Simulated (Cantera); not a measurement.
An isothermal, constant-pressure homogeneous reactor starts with H₂ : O₂ : N₂ = 1.6 : 1 : 7.7 (molar parts), at 1075 K and 0.390 bar. Integrator tolerance rtol = 1e-08.

Model: the H2/O2 subset of GRI-Mech 3.0, which has no nitrogen chemistry, integrated in Cantera. The temperature is held fixed by assumption; the heat of reaction is taken as removed at once.

### Question
What does this change do: temperature 1075 to 773 K?

### Answer
| quantity | before | after |
|---|---|---|
| x(H₂) at 30.0 s | 1.34e-9 (gas-phase equilibrium 1.31e-9) | 0.155 (gas-phase equilibrium <1e-12) |
| x(O₂) at 30.0 s | 0.0211 (gas-phase equilibrium 0.0211) | 0.0971 (gas-phase equilibrium 0.0211) |
| x(OH) at 30.0 s | 4.32e-7 (gas-phase equilibrium 4.17e-7) | 6.08e-12 (gas-phase equilibrium 3.45e-10) |
| x(O) at 30.0 s | 3.29e-10 (gas-phase equilibrium 3.07e-10) | 1.08e-11 (gas-phase equilibrium <1e-12) |
| x(H₂O₂) at 30.0 s | 1.13e-10 (gas-phase equilibrium 1.05e-10) | 1.62e-5 (gas-phase equilibrium 1.02e-12) |
| x(H) at 30.0 s | <1e-12 (gas-phase equilibrium <1e-12) | 1.54e-10 (gas-phase equilibrium <1e-12) |
Below about 950 K walls govern HO2 and H2O2 in real vessels.
